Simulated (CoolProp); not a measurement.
Fluorine along the isobar 2400 kPa: Z from the reference equation and from simpler models built on Tc = 144.4 K, pc = 5240 kPa, ω = 0.045; each cubic takes its own stable root.

The numbers come from the reference Helmholtz-energy equation of state, de Reuck 1990 in CoolProp.

| T (K) | phase | reference |
|---|---|---|
| 134.2 | gas | 0.7673 |
| 150.8 | gas | 0.8517 |
| 167.4 | gas | 0.8981 |
| 184 | gas | 0.9270 |
| 200.5 | gas | 0.9463 |
| 217.1 | gas | 0.9598 |
| 233.7 | gas | 0.9696 |
| 250.3 | gas | 0.9769 |
| 266.8 | gas | 0.9825 |
| 283.4 | gas | 0.9869 |
| 300 | gas | 0.9904 |

Problem. How far does each simpler model (Redlich-Kwong, Soave-Redlich-Kwong) lie from the reference over these 11 states: mean and median of the absolute difference, and the worst?

Solution. 
- Redlich-Kwong: mean 0.3 %, median 0.3 %, worst -0.5 % at 167.4 K and 2400 kPa
- Soave-Redlich-Kwong: mean 0.2 %, median 0.2 %, worst +0.4 % at 300 K and 2400 kPa
